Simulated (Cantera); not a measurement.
## Premixed flame

A freely propagating, adiabatic, planar premixed flame of 16.3 % CH4, 21.6 % O2, 60.6 % N2, 1.48 % CO2, equivalence ratio 1.5, unburnt at 475 K and 1.00 bar; mixture-averaged transport, grid criteria slope 0.08 and curve 0.16, no radiation.

Cantera simulation using GRI-Mech 3.0 (53 species, 325 reactions); the numbers are that mechanism's predictions, not measurements. Burning velocities carry a grid error of a few per cent, more on coarse grids.

```tsv
z (mm)	T (K)	u (m/s)	x CH4	x O2	x C2H4	x C2H6	x NO	x NO2
-1.60	475	0.526	0.162	0.215	6.13e-8	4.89e-8	<1e-8	<1e-8
-1.07	480	0.534	0.160	0.214	1.49e-6	1.39e-6	<1e-8	<1e-8
-0.801	497	0.558	0.157	0.211	1.03e-5	1.08e-5	4.32e-8	3.47e-8
-0.534	612	0.699	0.146	0.200	0.000123	0.000155	4.42e-7	2.39e-7
-0.267	1106	1.30	0.100	0.150	0.00120	0.00162	4.44e-6	2.40e-7
-0.134	1525	1.83	0.0580	0.0981	0.00240	0.00197	9.52e-6	6.67e-8
0	1897	2.32	0.0192	0.0430	0.00175	0.000345	1.77e-5	<1e-8
0.134	2085	2.57	0.00421	0.0133	0.000331	1.48e-5	3.08e-5	<1e-8
0.267	2150	2.65	0.00109	0.00376	3.93e-5	1.02e-6	4.66e-5	<1e-8
0.534	2182	2.69	0.000165	0.000382	1.03e-6	2.08e-8	7.34e-5	<1e-8
1.07	2194	2.70	1.62e-5	5.03e-5	2.06e-8	<1e-8	0.000104	<1e-8
2.14	2201	2.70	7.32e-7	3.20e-5	<1e-8	<1e-8	0.000129	<1e-8
4.27	2207	2.71	1.29e-8	2.07e-5	<1e-8	<1e-8	0.000142	<1e-8
```
x: mole fraction of selected species; z is measured from the peak of heat release.

- laminar burning velocity = 52.4 cm/s
- thermal thickness = 0.534 mm
- peak x(C2H4) = 0.00255
- peak x(C2H6) = 0.00215
- grid points = 143
